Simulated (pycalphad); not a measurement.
CALPHAD calculation (pycalphad, COST 507 light-alloy database (1999)), 1 atm. The database dates from 1999; later assessments differ in places, in temperatures and in the compounds included. Amounts are mole fractions of atoms.

### Question
Give the equilibrium state of Al-2.73Mn-10.88Si (at.%) at 875 K.

### Answer
```
T = 875.00 K, P = 101325 Pa, N = 1 mol of atoms
G = -36493 J/mol, H = 24364 J/mol, S = 69.55 J/(mol K)  (SER reference)
chemical potentials (J/mol): Al -34668, Mn -130911, Si -27296
phase             fraction      x(Al)      x(Mn)      x(Si)
LIQUID              0.8562     0.8913     0.0027     0.1060
ALMNSI_ALPHA        0.1438     0.7006     0.1739     0.1255
```

### Question
Give the equilibrium state of Al-2.73Mn-10.88Si (at.%) at 575 K.

### Answer
FCC_A1, fraction 0.754, with <0.01 Mn, 0.06 Si at.%; ALMNSI_ALPHA, fraction 0.157, with 17.4 Mn, 12.2 Si at.%; DIAMOND_A4, fraction 0.089, with no Mn, >99.99 Si at.%.

Database names, with the compositions (at.%) that they take in these runs: ALMNSI_ALPHA: Al 70 Mn 17 Si 12. FCC_A1 is fcc; DIAMOND_A4 is diamond (Si). An entry "none" or "no" means that the model of the phase leaves that element out.
